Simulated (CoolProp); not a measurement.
Values from CoolProp's reference Helmholtz-energy equation of state, Setzmann 1991.

Question: For methane, give the phase and the cp (kJ/(kg K)), expansivity (1/kK) at 184.3 K and 2850 kPa.

Answer: 
- 184.3 K and 2850 kPa: gas; cp 3.81, expansivity 15.9
